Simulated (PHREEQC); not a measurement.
# Ultrapure water in contact with air or piping (model solution)

Model water analysis in mg/L, 80 °C, pH 6.01, pe 12.6:

```tsv
constituent	mg/L
Na	0.0135
K	0.0138
Ca	0.0156
Mg	0.00328
Cl	0.0265
S(6) as SO4	0.0398
Alkalinity as HCO3	0.0272
O(0) (dissolved oxygen)	0.000516
```

Valence states are taken as typed.

Equilibrium calculation in PHREEQC: ion-association model, phreeqc.dat.

```json
{
 "ionic_strength": "3.92e-6 mol/kgw",
 "charge_balance_error": "-0.6 %"
}
```

| species | molality | activity | log γ |
|---|---|---|---|
| CO2 | 2.47e-6 | 2.47e-6 | 0.000 |
| HCO3- | 1.16e-6 | 1.16e-6 | -0.001 |
| H+ | 9.80e-7 | 9.77e-7 | -0.001 |
| Cl- | 7.48e-7 | 7.45e-7 | -0.001 |
| Na+ | 5.87e-7 | 5.86e-7 | -0.001 |
| SO4-2 | 4.14e-7 | 4.10e-7 | -0.005 |
| Ca+2 | 3.89e-7 | 3.85e-7 | -0.005 |
| K+ | 3.53e-7 | 3.52e-7 | -0.001 |
| OH- | 2.65e-7 | 2.64e-7 | -0.001 |
| Mg+2 | 1.35e-7 | 1.33e-7 | -0.005 |
| O2 | 1.61e-8 | 1.61e-8 | 0.000 |

This is a speciation only: nothing precipitates in the calculation. Species that the database lacks are ignored. Constants without temperature data keep their 25 °C values here.
